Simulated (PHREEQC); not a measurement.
A solution holds 0.0082 mol/kgw KH2PO4, 0.1 mol/kgw Na2HPO4 and 6.5e-05 mol/kgw NaCl, at 70 °C. Closed to the air; pH follows from the charge balance.

Model: ion-association model, phreeqc.dat, run in PHREEQC.

Task: The ionic strength comes out as 0.292 mol/kgw. What activity coefficients do Cl-, KHPO4-, PO4-3, H2PO4-, HPO4-2 get?

Result: Cl- 0.67, KHPO4- 0.70, PO4-3 0.027, H2PO4- 0.70, HPO4-2 0.23.

This is a speciation only: nothing precipitates in the calculation. Constants without temperature data keep their 25 °C values here.
